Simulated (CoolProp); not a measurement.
Vapour pressure (MPa) of carbon monoxide: the reference equation beside estimates from Tc = 132.9 K, pc = 3.498 MPa, ω = 0.050.

The numbers come from the reference Helmholtz-energy equation of state, Lemmon 2006 in CoolProp. It is a short technical equation, of lower accuracy than the large ones.

```json
[
 {"T (K)": "92.7", "reference": "0.3036", "van der Waals": "0.6897", "Soave-Redlich-Kwong": "0.3038", "Peng-Robinson": "0.3049"},
 {"T (K)": "94.7", "reference": "0.3596", "van der Waals": "0.7686", "Soave-Redlich-Kwong": "0.3603", "Peng-Robinson": "0.3608"},
 {"T (K)": "96.8", "reference": "0.4262", "van der Waals": "0.8574", "Soave-Redlich-Kwong": "0.4276", "Peng-Robinson": "0.4273"},
 {"T (K)": "98.8", "reference": "0.4976", "van der Waals": "0.9480", "Soave-Redlich-Kwong": "0.4998", "Peng-Robinson": "0.4986"},
 {"T (K)": "100.8", "reference": "0.5773", "van der Waals": "1.045", "Soave-Redlich-Kwong": "0.5805", "Peng-Robinson": "0.5783"},
 {"T (K)": "102.8", "reference": "0.6659", "van der Waals": "1.147", "Soave-Redlich-Kwong": "0.6703", "Peng-Robinson": "0.6669"},
 {"T (K)": "104.8", "reference": "0.7638", "van der Waals": "1.256", "Soave-Redlich-Kwong": "0.7698", "Peng-Robinson": "0.7651"},
 {"T (K)": "106.8", "reference": "0.8718", "van der Waals": "1.371", "Soave-Redlich-Kwong": "0.8794", "Peng-Robinson": "0.8734"},
 {"T (K)": "108.9", "reference": "0.9964", "van der Waals": "1.499", "Soave-Redlich-Kwong": "1.006", "Peng-Robinson": "0.9986"},
 {"T (K)": "110.9", "reference": "1.127", "van der Waals": "1.628", "Soave-Redlich-Kwong": "1.138", "Peng-Robinson": "1.129"},
 {"T (K)": "112.9", "reference": "1.268", "van der Waals": "1.763", "Soave-Redlich-Kwong": "1.283", "Peng-Robinson": "1.272"},
 {"T (K)": "114.9", "reference": "1.423", "van der Waals": "1.905", "Soave-Redlich-Kwong": "1.439", "Peng-Robinson": "1.428"},
 {"T (K)": "116.9", "reference": "1.590", "van der Waals": "2.053", "Soave-Redlich-Kwong": "1.609", "Peng-Robinson": "1.596"},
 {"T (K)": "119", "reference": "1.780", "van der Waals": "2.217", "Soave-Redlich-Kwong": "1.802", "Peng-Robinson": "1.789"}
]
```

Absolute difference from the reference over all 14 rows, mean and median: van der Waals 66.4 and 60.9 %, Soave-Redlich-Kwong 0.8 and 0.8 %, Peng-Robinson 0.3 and 0.2 %.
